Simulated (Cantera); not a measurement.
# Al2O3 + HCl + O2 (chemical vapour transport)

Charge: 1 mol Al2O3, 1.6 mol HCl, 0.013 mol O2, equilibrated at 0.100 bar.

Method: chemical equilibrium by Gibbs-energy minimisation in Cantera with the NASA 1993 tables (ideal gas, pure condensed phases). Candidate condensed phases: Al, AlCl3, Al2O3, H2O; 29 gas species. Rates play no part.

From 1148 K to 1648 K the condensed part is Al2O3(s). The main Al-bearing gas is AlCl3 throughout.

| T (K) | x HCl | x Cl | x H2O | x Cl2 | x AlCl3 | x O2 | x H2 | n Al2O3(s) |
|---|---|---|---|---|---|---|---|---|
| 1148 | 0.967 | 0.00106 | 0.0162 | 0.0156 | 6.84e-6 | 4.00e-5 | 3.32e-8 | 1.000 |
| 1198 | 0.967 | 0.00180 | 0.0161 | 0.0152 | 1.37e-5 | 6.34e-5 | 7.81e-8 | 1.000 |
| 1248 | 0.966 | 0.00292 | 0.0161 | 0.0146 | 2.58e-5 | 9.35e-5 | 1.74e-7 | 1.000 |
| 1298 | 0.966 | 0.00451 | 0.0160 | 0.0137 | 4.61e-5 | 0.000128 | 3.75e-7 | 1.000 |
| 1348 | 0.965 | 0.00664 | 0.0160 | 0.0125 | 7.87e-5 | 0.000162 | 7.84e-7 | 1.000 |
| 1398 | 0.963 | 0.00934 | 0.0160 | 0.0111 | 0.000128 | 0.000187 | 1.62e-6 | 1.000 |
| 1448 | 0.962 | 0.0125 | 0.0160 | 0.00949 | 0.000201 | 0.000197 | 3.32e-6 | 1.000 |
| 1498 | 0.960 | 0.0160 | 0.0162 | 0.00773 | 0.000301 | 0.000187 | 6.89e-6 | 1.000 |
| 1548 | 0.957 | 0.0196 | 0.0164 | 0.00599 | 0.000435 | 0.000159 | 1.45e-5 | 1.000 |
| 1598 | 0.955 | 0.0228 | 0.0167 | 0.00442 | 0.000608 | 0.000122 | 3.10e-5 | 1.000 |
| 1648 | 0.953 | 0.0256 | 0.0171 | 0.00312 | 0.000824 | 8.43e-5 | 6.76e-5 | 0.999 |
x: gas mole fraction; n: condensed amount in mol.
